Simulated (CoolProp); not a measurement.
R1336mzz(Z) along the isobar 101 kPa: Z from the reference equation and from simpler models built on Tc = 171.3 °C, pc = 2904 kPa, ω = 0.386; each cubic takes its own stable root.

Computed with CoolProp (reference Helmholtz-energy equation of state, McLinden 2020).

| T (°C) | phase | reference |
|---|---|---|
| -20.35 | liquid | 0.005337 |
| 7.05 | liquid | 0.005042 |
| 34.55 | gas | 0.9488 |
| 62.05 | gas | 0.9638 |
| 89.55 | gas | 0.9734 |
| 116.95 | gas | 0.9797 |
| 144.45 | gas | 0.9843 |
| 171.95 | gas | 0.9876 |
| 199.35 | gas | 0.9901 |
| 226.85 | gas | 0.9920 |

Question: How far does each simpler model (van der Waals, Redlich-Kwong, Soave-Redlich-Kwong, Peng-Robinson) lie from the reference over these 10 states: mean and median of the absolute difference, and the worst?

Answer: 
- van der Waals: mean 3703.0 %, median 0.8 %, worst +19120.5 % at 7.05 °C and 101 kPa
- Redlich-Kwong: mean 5.1 %, median 0.4 %, worst +23.7 % at 7.05 °C and 101 kPa
- Soave-Redlich-Kwong: mean 3.8 %, median 0.2 %, worst +18.0 % at -20.35 °C and 101 kPa
- Peng-Robinson: mean 1.1 %, median 0.1 %, worst +4.7 % at -20.35 °C and 101 kPa

At some of these states van der Waals gives the other phase, because its saturation line lies elsewhere.
